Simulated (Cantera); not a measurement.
Input (Python, Cantera) and output of one run.

```python
import numpy as np
import cantera as ct

gas_names = """
    C CN CO CO2 C2 CCN CNC C2N2 C2O C3 C3O2 C4 C4N2 C5 N NCO NO NO2 NO3 N2 N2O O O2 O3 Si SiC SiC2 SiN
    SiO SiO2 Si2 Si2C Si2N Si3
""".split()
cond_names = """
    C(gr) Si(cr) Si(L) SiC(b) SiO2(Lqz) SiO2(hqz) SiO2(L) Si2N2O(s) Si3N4(a)
""".split()


def load(file, names, dense=False):
    # The tables refer to 1 bar. Condensed volumes are neglected.
    table = {s.name: s for s in ct.Species.list_from_file(file)}
    out = []
    for n in names:
        d = dict(table[n].input_data)
        d["thermo"] = dict(d["thermo"], **{"reference-pressure": 1e5})
        if dense:
            d["equation-of-state"] = {"model": "constant-volume", "density": "1e6 g/cm^3"}
        out.append(ct.Species.from_dict(d))
    return out


gas = ct.Solution(thermo="ideal-gas", species=load("nasa_gas.yaml", gas_names))
cond = {s.name: ct.Solution(thermo="fixed-stoichiometry", species=[s], name=s.name)
        for s in load("nasa_condensed.yaml", cond_names, dense=True)}
atoms = {
    'SiC': {'Si': 1, 'C': 1},
    'CO2': {'C': 1, 'O': 2},
    'N2': {'N': 2},
    'N2O': {'N': 2, 'O': 1},
}
top_T = {'C(gr)': 4500, 'SiC(b)': 3050, 'Si2N2O(s)': 2100, 'Si3N4(a)': 2400}  # K; cautious upper limits of use, not melting points


def equilibrate(T, P, feed):
    n = {}
    for name, mol in feed.items():
        for a, k in atoms[name].items():
            n[a] = n.get(a, 0.0) + k * mol
    gas.TPX = T, P, n
    mass = sum(n.values()) * gas.mean_molecular_weight
    gas.equilibrate("TP")
    valid = [c for c in cond.values() if c.min_temp <= T <= top_T.get(c.name, c.max_temp)]
    mix = ct.Mixture([(gas, mass / gas.mean_molecular_weight)] + [(c, 0.0) for c in valid])
    mix.T, mix.P = T, P
    mix.equilibrate("TP", solver="vcs", rtol=1e-11, max_steps=5000)
    return mix


results = []
feed = {'SiC': 1, 'CO2': 0.42, 'N2': 7.1, 'N2O': 0.45}  # mol
P = 133.322  # Pa
for T in [1323, 1348, 1373, 1398, 1423, 1448, 1473, 1498]:
    mix = equilibrate(T, P, feed)
    results.append((T, P, feed, dict(zip(mix.species_names, mix.species_moles))))

top = {s: max(r[3][s] / sum(r[3][g] for g in gas_names) for r in results) for s in gas_names}
cols = sorted((s for s in top if top[s] > 0.0001), key=lambda s: -top[s])[:8]
seen = [c for c in cond_names if any(r[3].get(c, 0) > 1e-12 for r in results)]
print("log10 of partial pressures in bar; condensed amounts in mol")
print(f"{'T/K':>10s}" + "".join(f"{s[:9]:>10s}" for s in cols + seen))
for T, P, feed, n in results:
    ng = sum(n[g] for g in gas_names)
    print(f"{T:10.4g}" + "".join(f"{np.log10(max(n[s] / ng * P / 1e5, 1e-99)):10.3f}" for s in cols)
          + "".join(f"{n.get(c, 0):10.4g}" for c in seen))
```

Result:

```
log10 of partial pressures in bar; condensed amounts in mol
       T/K        N2        CO       SiO     C(gr)    SiC(b) Si2N2O(s)
      1323    -2.921    -3.872    -7.889      0.63         0       0.5
      1348    -2.921    -3.872    -7.584    0.6301         0    0.4999
      1373    -2.921    -3.872    -7.291    0.6302         0    0.4998
      1398    -2.921    -3.872    -7.008    0.6303         0    0.4997
      1423    -2.921    -3.872    -6.735    0.6305         0    0.4995
      1448    -2.931    -3.793    -6.371         0    0.4209    0.2882
      1473    -2.931    -3.793    -6.048         0    0.4218    0.2863
      1498    -2.931    -3.795    -5.737         0    0.4238    0.2824
```

Cantera equilibrium calculation (NASA polynomials, part measured and part estimated; ideal gas, pure solids and liquids). Mutual solubility and eutectic melting of coexisting phases are not modelled.
